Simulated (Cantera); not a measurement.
What does this Cantera script print?

```python
import numpy as np
import cantera as ct

gas_names = """
    C6H6 TaO2 H2O
""".split()
cond_names = """
    Ta2O5(s) Ta2O5(L) C(gr)
""".split()


# ... load() reads the species with a 1 bar reference pressure and builds the phases ...
species = {s.name: s for s in load("nasa_gas.yaml", gas_names) + load("nasa_condensed.yaml", cond_names)}
# Each term lists the table entries of one substance; the one whose range holds T is used.
reactions = {
    '3 Ta2O5 + C6H6(g) = 6 TaO2(g) + 3 H2O(g) + 6 C':
        [(-3, ['Ta2O5(s)', 'Ta2O5(L)']), (-1, ['C6H6']), (6, ['TaO2']), (3, ['H2O']), (6, ['C(gr)'])],
}


def pick(names, T):
    return next(species[n] for n in names if species[n].thermo.min_temp <= T <= species[n].thermo.max_temp)


results = []
for label, terms in reactions.items():
    print(label)
    print("     T/K   dH/kJ  dS/(J/K)   dG/kJ   log10 K")
    for T in [300, 2273, 2323, 2373, 2423, 2473, 2523, 2573, 2623, 2673, 2723, 2773]:
        used = [(nu, pick(names, T)) for nu, names in terms]
        dH = sum(nu * s.thermo.h(T) for nu, s in used) / 1e6
        dS = sum(nu * s.thermo.s(T) for nu, s in used) / 1e3
        dG = dH - T * dS / 1e3
        logK = -dG * 1e6 / (ct.gas_constant * T * np.log(10))
        results.append((label, T, dH, dS, dG, logK, [s.name for _, s in used]))
        print(f"{T:8g} {dH:8.1f} {dS:8.1f} {dG:8.1f} {logK:8.2f}")
```

Output:

```
3 Ta2O5 + C6H6(g) = 6 TaO2(g) + 3 H2O(g) + 6 C
     T/K   dH/kJ  dS/(J/K)   dG/kJ   log10 K
     300   4124.5   1583.4   3649.5  -635.42
    2273   3400.9   1094.1    914.0   -21.00
    2323   3384.5   1087.0    859.5   -19.33
    2373   3368.2   1080.0    805.3   -17.73
    2423   3351.8   1073.2    751.5   -16.20
    2473   3335.6   1066.5    698.0   -14.74
    2523   3319.3   1060.0    644.8   -13.35
    2573   3303.2   1053.7    592.0   -12.02
    2623   3287.0   1047.5    539.5   -10.74
    2673   3271.0   1041.4    487.3    -9.52
    2723   3254.9   1035.5    435.3    -8.35
    2773   3238.9   1029.7    383.7    -7.23
```

Source: NASA polynomial tables (part measured, part estimated), evaluated in Cantera. Condensed species are held in their standard states even where they would react or evaporate.
